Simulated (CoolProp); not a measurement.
Vapour-liquid equilibrium of R125 (1) + R115 (2) at 0.683 MPa; x and y are mole fractions of (1).

Computed with CoolProp (multi-fluid Helmholtz-energy mixture model, Lemmon 2005 and Lemmon 2016; pair parameters Bell 2016).

```json
[
 {"x": "0.05", "bubble temperature, mixture model (K)": "(withheld)", "bubble temperature, Raoult's law (K)": "286.9", "y, mixture model": "0.098", "y, Raoult's law": "0.074"},
 {"x": "0.15", "bubble temperature, mixture model (K)": "282.0", "bubble temperature, Raoult's law (K)": "285.2", "y, mixture model": "0.252", "y, Raoult's law": "0.212"},
 {"x": "0.25", "bubble temperature, mixture model (K)": "279.3", "bubble temperature, Raoult's law (K)": "283.6", "y, mixture model": "(withheld)", "y, Raoult's law": "0.337"},
 {"x": "0.35", "bubble temperature, mixture model (K)": "(withheld)", "bubble temperature, Raoult's law (K)": "282.0", "y, mixture model": "(withheld)", "y, Raoult's law": "0.450"},
 {"x": "0.45", "bubble temperature, mixture model (K)": "275.9", "bubble temperature, Raoult's law (K)": "280.6", "y, mixture model": "0.548", "y, Raoult's law": "0.555"},
 {"x": "0.55", "bubble temperature, mixture model (K)": "(withheld)", "bubble temperature, Raoult's law (K)": "279.2", "y, mixture model": "(withheld)", "y, Raoult's law": "0.650"},
 {"x": "0.65", "bubble temperature, mixture model (K)": "(withheld)", "bubble temperature, Raoult's law (K)": "277.9", "y, mixture model": "0.696", "y, Raoult's law": "0.739"},
 {"x": "0.75", "bubble temperature, mixture model (K)": "273.6", "bubble temperature, Raoult's law (K)": "276.6", "y, mixture model": "0.770", "y, Raoult's law": "0.820"},
 {"x": "0.85", "bubble temperature, mixture model (K)": "273.4", "bubble temperature, Raoult's law (K)": "275.4", "y, mixture model": "0.852", "y, Raoult's law": "0.896"},
 {"x": "0.95", "bubble temperature, mixture model (K)": "273.5", "bubble temperature, Raoult's law (K)": "274.3", "y, mixture model": "0.946", "y, Raoult's law": "0.967"}
]
```

### Question
Some entries are withheld; supply them.

### Answer

- 0.05, bubble temperature, mixture model (K): 285.6
- 0.25, y, mixture model: 0.371
- 0.35, bubble temperature, mixture model (K): 277.4
- 0.35, y, mixture model: 0.466
- 0.55, bubble temperature, mixture model (K): 274.8
- 0.55, y, mixture model: 0.623
- 0.65, bubble temperature, mixture model (K): 274.1

The largest gap from Raoult's law is -4.7 K in bubble temperature, at x = 0.45. y crosses x between x = 0.85 and 0.95: the model has an azeotrope there.

The pair parameters rest on a limited set of measurements; away from them the model extrapolates.
